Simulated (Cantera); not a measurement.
An isothermal, constant-pressure homogeneous reactor starts with CH₄ : H₂ : CO₂ = 0.033 : 1 : 0.011 (molar parts), at 2350 K and 100.0 Torr.

Cantera simulation using GRI-Mech 3.0 (53 species, 325 reactions); the numbers are that mechanism's predictions, not measurements. GRI-Mech 3.0 stops at C3 and has no aromatics, soot or wall deposition, so with more carbon than oxygen in the feed, carbon stays in small species such as C2H2 where larger ones or solid carbon would form.

One state of this run: x CH₄ = 3.12e-5; x H₂ = 0.937; x CO₂ = 2.35e-10; x C₂H₂ = 0.00990; x CH₂O = 9.95e-10; x CH₂CO = 9.51e-10. x: mole fraction; the columns are a selection and need not sum to one.

Q: Which value of t (s) does it belong to?
A. 2.15
B. 0.0718
C. 0.00744
D. 0.000248

A: A, 2.15
